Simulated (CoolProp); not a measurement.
A closed Brayton cycle with carbon dioxide: compressor inlet 306.15 K and 9.6 MPa, high pressure 24.8 MPa, turbine inlet 755 K, compressor efficiency 0.85, turbine efficiency 0.9, recuperator effectiveness 0.9 (on enthalpy, no pinch check). Each further row changes one setting.

The numbers come from the reference Helmholtz-energy equation of state, Span 1996 in CoolProp.

```csv
case,thermal efficiency (%),net work (kJ/kg),compressor to turbine work,compressor exit (K),turbine exit (K)
as stated,___,89.8,0.21,329.5,646.5
turbine inlet 705 K,___,80.8,0.22,329.5,___
compressor inlet 316.15 K,31.9,82.5,___,360.4,646.5
high pressure 21.1 MPa,31.9,___,0.19,___,664.5
recuperator effectiveness 0.5,20.7,89.8,0.21,329.5,646.5
```

Task: Fill in the missing entries.

Result: 
- as stated, thermal efficiency (%): 33.4
- turbine inlet 705 K, thermal efficiency (%): 31.8
- turbine inlet 705 K, turbine exit (K): 600.4
- compressor inlet 316.15 K, compressor to turbine work: 0.27
- high pressure 21.1 MPa, net work (kJ/kg): 77.3
- high pressure 21.1 MPa, compressor exit (K): 324.7
